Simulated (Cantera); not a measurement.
# TiCl4 + H2O (titanium nitride, carbide and oxide coatings)

A closed system holds: 1 mol TiCl4, a varied amount of H2O, held at 1698.15 K and 0.00180 bar.

Method: chemical equilibrium by Gibbs-energy minimisation in Cantera with the NASA 1993 tables (ideal gas, pure condensed phases). Candidate condensed phases: H2O, Ti, TiCl2, TiCl3, TiCl4, TiO, TiO2, Ti2O3, Ti3O5, Ti4O7; 23 gas species. The tables' values for TiCl2 are old estimates; treat these amounts as uncertain. The numbers say what is thermodynamically allowed, not how fast it happens.

```
n(H2O) (mol)  x HCl     x H2O   x TiCl4   x TiCl3     x Cl      x H2  n TiO2(rutile)
------------  -----  --------  --------  --------  -------  --------  --------------
0.25          0.306   6.46e-6     0.377     0.157    0.155   2.75e-5           0.122
0.39          0.423   1.39e-5     0.296     0.139    0.138   6.67e-5           0.192
0.61          0.563   2.96e-5     0.204     0.115    0.115  0.000170           0.302
0.94          0.711   6.33e-5     0.114    0.0854   0.0862  0.000480           0.468
1.5           0.876  0.000185    0.0308    0.0420   0.0473   0.00242           0.748
2.3           0.897    0.0688   2.44e-7   6.99e-7   0.0225    0.0112           1.000
3.5           0.701     0.269   5.97e-9   2.05e-8   0.0188   0.00982           1.000
5.4           0.521     0.454  6.42e-10   2.80e-9   0.0147   0.00881           1.000
8.4           0.371     0.607  9.18e-11  5.45e-10   0.0108   0.00824           1.000
13            0.257     0.724  1.50e-11  1.26e-10  0.00765   0.00798           1.000
```
x: gas mole fraction; n: condensed amount in mol.

From 0.25 mol H2O to 13 mol H2O the condensed part is TiO2(rutile). The main Ti-bearing gas is TiCl4 at 0.25 mol H2O and TiO2 at 13 mol H2O.
